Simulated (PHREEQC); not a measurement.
Make-up at 25 °C: 0.013 mol HF, 0.1 mol (NH4)2SiF6, 0.057 mol H3PO4 and 0.0096 mol HCl per kg of water. Closed to the air; pH follows from the charge balance.

All values are PHREEQC results (ion-association model, phreeqc.dat), not measurements.

Each row changes one thing in this solution. Precipitation was switched off in this run.

| case | pH | ionic strength (mol/kgw) | H3PO4 (mol/kgw) | H2PO4- (mol/kgw) | HF (mol/kgw) | F- (mol/kgw) | SI of Quartz (SiO2) |
|---|---|---|---|---|---|---|---|
| as made | 1.66 | 0.328 | 0.0389 | 0.0181 | 0.0124 | 0.000608 | -0.83 |
| HF left out | 1.68 | 0.326 | 0.0382 | 0.0188 | 0.00595 | 0.000309 | +1.04 |
| temperature from 25 to 20 °C | 1.65 | 0.329 | 0.0384 | 0.0186 | 0.0123 | 0.000645 | -1.15 |
| diluted 10-fold with water | 2.40 | 0.0341 | 0.00188 | 0.00382 | 0.00328 | 0.000664 | +0.63 |
| (NH4)2SiF6 from 0.1 to 0.11 mol/kgw | 1.66 | 0.358 | 0.0388 | 0.0182 | 0.0124 | 0.000618 | -0.82 |
| temperature from 25 to 85 °C | 1.82 | 0.317 | 0.0412 | (withheld) | 0.0308 | 0.000694 | +0.78 |
| HCl from 0.0096 to 0.0106 mol/kgw | 1.65 | 0.329 | (withheld) | 0.0178 | 0.0124 | 0.000595 | -0.81 |
| H3PO4 from 0.057 to 0.0114 mol/kgw | 1.91 | 0.316 | 0.00625 | (withheld) | 0.0119 | 0.00103 | -1.21 |
| temperature from 25 to 60 °C | 1.73 | 0.323 | 0.0411 | 0.0159 | 0.0181 | 0.000551 | (withheld) |

What belongs in the gaps?


- temperature from 25 to 85 °C, H2PO4- (mol/kgw): 0.0158
- HCl from 0.0096 to 0.0106 mol/kgw, H3PO4 (mol/kgw): 0.0392
- H3PO4 from 0.057 to 0.0114 mol/kgw, H2PO4- (mol/kgw): 0.00515
- temperature from 25 to 60 °C, SI of Quartz (SiO2): +0.54

Complexes and solids missing from the database can't appear. Some of these states are supersaturated (in Quartz (slow to form), Chalcedony (slow to form), for instance). Constants without temperature data keep their 25 °C values here. SiF6-2 is the database's only silicon fluoride.
